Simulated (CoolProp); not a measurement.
R227EA at 298.15 K and 1.08 MPa flows at 1.3 m/s in a round tube of 100 mm bore and 45 µm roughness, fully developed (64/Re and Nu = 3.66 if laminar; Colebrook and Gnielinski if turbulent). Each further row changes one setting.

Model: reference Helmholtz-energy equation of state, Lemmon 2016, in CoolProp.

| case | Reynolds number | Darcy friction factor | pressure drop (Pa/m) | heat-transfer coefficient (W/(m² K)) | mass flow (kg/h) |
|---|---|---|---|---|---|
| as stated | 744000 | 0.0170 | 200 | 2180 | 51200 |
| velocity 2.6 m/s | 1490000 | 0.0167 | 785 | 4300 | 102000 |
| diameter 200 mm | 1490000 | 0.0147 | 86.4 | 1960 | 205000 |

Viscosity comes from a separate model (Huber 2003), an estimate that may be off by 10 % or more. Thermal conductivity comes from a separate model (Huber 2003), an estimate that may be off by 10 % or more.
